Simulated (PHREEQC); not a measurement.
1 kg of water holding 19 mmol/kgw MgCl2 meets 20 L of dry gas (CO2 1 by moles) at fixed total pressure, at 60 °C; fugacities by Peng-Robinson. The gases take part in no redox reaction, some water evaporates into the gas, and hydrates or a liquid gas phase aren't modelled. Precipitation was switched off in this run.

Equilibrium calculation in PHREEQC: ion-association model, phreeqc.dat.

| P (atm) | dissolved CO2 (all carbonate carbon) (mol/kgw) | φ of CO2 | pH |
|---|---|---|---|
| 2 | 0.0292 | 0.992 | 3.88 |
| 5 | 0.0767 | 0.981 | 3.67 |
| 10 | 0.153 | [?] | 3.52 |
| 20 | 0.298 | [?] | 3.37 |
| 30 | 0.429 | 0.887 | 3.30 |
| 40 | [?] | 0.851 | 3.24 |
| 75 | [?] | 0.733 | 3.14 |
| 100 | 1.01 | [?] | 3.11 |
| 150 | 1.15 | 0.525 | 3.07 |
| 200 | 1.23 | 0.447 | 3.05 |
| 300 | 1.33 | 0.367 | 3.01 |
| 400 | 1.42 | 0.331 | 2.97 |

Question: Fill in the missing entries.

Answer: 
- 10, φ of CO2: 0.961
- 20, φ of CO2: 0.924
- 40, dissolved CO2 (all carbonate carbon) (mol/kgw): 0.548
- 75, dissolved CO2 (all carbonate carbon) (mol/kgw): 0.867
- 100, φ of CO2: 0.654

Complexes and solids missing from the database can't appear. Away from 25 °C the constants follow the database's enthalpies or fits; those with neither stay at their 25 °C values.
